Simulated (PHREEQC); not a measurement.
Solution (25 °C): 1.1 mol/kgw K2CO3, 0.026 mol/kgw Na2SO4 and 2.9e-05 mol/kgw H4SiO4. Closed to the air; pH follows from the charge balance.

Computed with PHREEQC (Pitzer model, pitzer.dat).

Each row changes one thing in this solution. No solid was allowed to form.

```json
[
 {"case": "as made", "pH": "11.92", "ionic strength (mol/kgw)": "3.37", "HCO3- (mol/kgw)": "0.00720", "CO2 (mol/kgw)": "7.92e-9", "SI of Arcanite (K2SO4)": "-0.96", "SI of Glaserite (NaK3(SO4)2)": "-3.62"},
 {"case": "H4SiO4 from 2.9e-05 to 3.19e-05 mol/kgw", "pH": "11.92", "ionic strength (mol/kgw)": "3.37", "HCO3- (mol/kgw)": "0.00720", "CO2 (mol/kgw)": "7.92e-9", "SI of Arcanite (K2SO4)": "-0.96", "SI of Glaserite (NaK3(SO4)2)": "-3.62"},
 {"case": "temperature from 25 to 90 °C", "pH": "10.97", "ionic strength (mol/kgw)": "3.34", "HCO3- (mol/kgw)": "0.0355", "CO2 (mol/kgw)": "4.52e-7", "SI of Arcanite (K2SO4)": "-1.33", "SI of Glaserite (NaK3(SO4)2)": "-4.33"},
 {"case": "diluted 2-fold with water", "pH": "11.70", "ionic strength (mol/kgw)": "1.68", "HCO3- (mol/kgw)": "0.00598", "CO2 (mol/kgw)": "1.31e-8", "SI of Arcanite (K2SO4)": "-1.59", "SI of Glaserite (NaK3(SO4)2)": "-4.83"},
 {"case": "H4SiO4 left out", "pH": "11.92", "ionic strength (mol/kgw)": "3.37", "HCO3- (mol/kgw)": "0.00718", "CO2 (mol/kgw)": "7.87e-9", "SI of Arcanite (K2SO4)": "-0.96", "SI of Glaserite (NaK3(SO4)2)": "-3.62"}
]
```

In brines, pH and single-ion activities rest on the MacInnes convention. Away from 25 °C the constants follow the database's enthalpies or fits; those with neither stay at their 25 °C values.
